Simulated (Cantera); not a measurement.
Feed: 1 mol SiHCl₃, 24 mol H₂, held at 1475 °C and 1.33 mbar.

Equilibrium computed with Cantera from the NASA thermochemical tables; the gas is ideal and each condensed phase is pure. Candidate condensed phases: Si; 19 gas species. The tables' values for SiCl, SiCl₃ are old estimates; treat these amounts as uncertain. Gases not in the tables: Si₂H₆ and higher silanes. Kinetics and transport are ignored.

Base state: H₂ 0.898, HCl 0.0737, SiCl₂ 0.0202, H 0.00593, Si 0.00109, Cl 0.000375, SiCl 0.000369, SiH 5.03e-5 (mole fractions); condensed: Si(l).

What changes in the equilibrium state with this change: H₂ from 24 to 390 mol?


```tsv
species	before	after
H₂	0.898	0.985
HCl	0.0737	0.00720
H	0.00593	0.00621
SiCl₂	0.0202	0.000175
Si	0.00109	0.00109
SiCl₃	3.66e-5	2.97e-8
SiCl	0.000369	3.44e-5
Si(l), mol	0.432	0.453
```
The tables' values for SiCl are old estimates; treat these amounts as uncertain.

What changes in the equilibrium state with this change: temperature from 1475 °C to 827 °C?


```tsv
species	before	after
H₂	0.898	0.917
HCl	0.0737	0.0645
SiCl₂	0.0202	0.00924
Si	0.00109	<1e-9
SiCl	0.000369	3.29e-9
Si(l), mol	0.432	0
Si(s), mol	0	0.526
```
The tables' values for SiCl₃ are old estimates; treat these amounts as uncertain.

What changes in the equilibrium state with this change: pressure from 1.33 mbar to 13.3 mbar?


```csv
species,before,after
H₂,0.898,0.903
HCl,0.0737,0.0741
SiCl₂,0.0202,0.0203
H,0.00593,0.00188
Si,0.00109,0.000109
SiCl₃,3.66e-5,0.000117
SiH,5.03e-5,1.59e-5
"Si(l), mol",0.432,0.462
```
